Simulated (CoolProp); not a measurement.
Model: reference Helmholtz-energy equation of state, McLinden 2015, in CoolProp.

**Question.** Give the vapour pressure (kPa), enthalpy of vaporisation (kJ/kg), liquid cp (kJ/(kg K)) of saturated the fluoroketone C6F12O (FK-5-1-12) at 36.75, 48.15, 65.15 °C.

**Answer.** 
| T (°C) | p (kPa) | enthalpy of vaporisation (kJ/kg) | liquid cp (kJ/(kg K)) |
|---|---|---|---|
| 36.75 | 64.7 | 91.5 | 1.11 |
| 48.15 | 98.2 | 88.2 | 1.12 |
| 65.15 | 172 | 83.0 | 1.14 |
